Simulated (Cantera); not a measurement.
Feed: 1 mol Al, 7.5 mol N2O, 1.5 mol H2, equilibrated at 998.15 K and 100 Torr.

Equilibrium computed with Cantera from the NASA thermochemical tables; the gas is ideal and each condensed phase is pure. Candidate condensed phases: Al, AlN, Al2O3, H2O; 35 gas species. Kinetics and transport are ignored.

Base state: N2 0.667, O2 0.200, H2O 0.133, NO 2.75e-5 (mole fractions); condensed: Al2O3(s).

Task: What changes in the equilibrium state with this change: temperature from 998.15 K to 1748.15 K?

Result: 
```
species         before     after
-------------  -------  --------
N2               0.667     0.665
O2               0.200     0.198
H2O              0.133     0.133
NO             2.75e-5   0.00309
O                <1e-9   8.95e-5
H2               <1e-9   2.68e-5
OH             2.09e-7  0.000939
Al2O3(s), mol    0.500     0.500
```
Gases not in the tables: Al(OH)3.
